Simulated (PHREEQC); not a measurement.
Consider water at 92 °C with 0.00023 mol/kgw Ag2SO4 and 0.0175 mol/kgw HBF4. Closed to the air; pH follows from the charge balance.

Model: ion-association model, wateq4f.dat, run in PHREEQC.

Precipitation was switched off in this run.

Problem. What pH, ionic strength does the model give?

Solution. pH 1.95; ionic strength 0.0132 mol/kgw.

Problem. In which forms is B present?

Solution. BF4- 64 %, H3BO3 29 %, BF3OH- 4.5 %, BF2(OH)2- 2.9 % of the B.

Away from 25 °C the constants follow the database's enthalpies or fits; those with neither stay at their 25 °C values. Real BF4- forms and hydrolyses slowly; the run takes it at equilibrium.
